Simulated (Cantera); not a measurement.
Hydrocarbon pyrolysis for carbon deposition

An isothermal, constant-pressure homogeneous reactor starts with 14.5 % C2H4, 85.5 % H2, at 1798 K and 101000 Pa.

Cantera simulation using GRI-Mech 3.0 (53 species, 325 reactions); the numbers are that mechanism's predictions, not measurements. GRI-Mech 3.0 was tuned for natural gas; its chemistry of ethylene as a main component is partial and can be far from experiment. GRI-Mech 3.0 stops at C3 and has no aromatics, soot or wall deposition, so with more carbon than oxygen in the feed, carbon stays in small species such as C2H2 where larger ones or solid carbon would form.

```json
[
 {"t (s)": "1.00e-6", "x C2H4": "0.145", "x H2": "0.855", "x CH3": "4.49e-10", "x CH2": "1.64e-10", "x CH4": "2.95e-10"},
 {"t (s)": "6.77e-6", "x C2H4": "0.144", "x H2": "0.855", "x CH3": "2.37e-8", "x CH2": "2.32e-9", "x CH4": "9.79e-8"},
 {"t (s)": "4.59e-5", "x C2H4": "0.136", "x H2": "0.856", "x CH3": "7.12e-7", "x CH2": "1.73e-8", "x CH4": "2.13e-5"},
 {"t (s)": "0.000311", "x C2H4": "0.0622", "x H2": "0.865", "x CH3": "3.94e-6", "x CH2": "2.23e-8", "x CH4": "0.000739"},
 {"t (s)": "0.00210", "x C2H4": "0.00256", "x H2": "0.871", "x CH3": "1.40e-5", "x CH2": "8.17e-9", "x CH4": "0.00175"},
 {"t (s)": "0.0143", "x C2H4": "0.00253", "x H2": "0.869", "x CH3": "3.60e-5", "x CH2": "1.76e-8", "x CH4": "0.00457"},
 {"t (s)": "0.0965", "x C2H4": "0.00245", "x H2": "0.863", "x CH3": "0.000112", "x CH2": "4.84e-8", "x CH4": "0.0146"},
 {"t (s)": "0.654", "x C2H4": "0.00244", "x H2": "0.862", "x CH3": "0.000125", "x CH2": "5.33e-8", "x CH4": "0.0164"},
 {"t (s)": "4.43", "x C2H4": "0.00244", "x H2": "0.862", "x CH3": "0.000125", "x CH2": "5.33e-8", "x CH4": "0.0164"},
 {"t (s)": "30.0", "x C2H4": "0.00244", "x H2": "0.862", "x CH3": "0.000125", "x CH2": "5.33e-8", "x CH4": "0.0164"}
]
```
x: mole fraction; the columns are a selection and need not sum to one.

Equilibrium at this temperature and pressure: C2H4 0.00244, H2 0.862, CH3 0.000125, CH2 5.33e-8, CH4 0.0164 (gas phase only).
